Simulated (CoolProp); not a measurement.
Vapour-liquid equilibrium of R125 (1) + cyclopropane (2) at 0.969 MPa; x and y are mole fractions of (1).

Model: multi-fluid Helmholtz-energy mixture model, Lemmon 2005 and Polt 1992; pair parameters Bell 2016, in CoolProp. This equation is an older, rougher fit; its heat capacities, sound speeds and derivatives of the liquid may be far off and weren't checked against measurements.

Problem. Give the bubble temperature and the first vapour's composition at x = 0.2, 0.35, 0.8. Is there an azeotrope?

Solution. x = 0.2: 18.7 °C, y = 0.434; x = 0.35: 14.3 °C, y = 0.545; x = 0.8: 10.6 °C, y = 0.794. y crosses x between x = 0.725 and 0.8: the model has an azeotrope there.

The pair parameters rest on a limited set of measurements; away from them the model extrapolates.
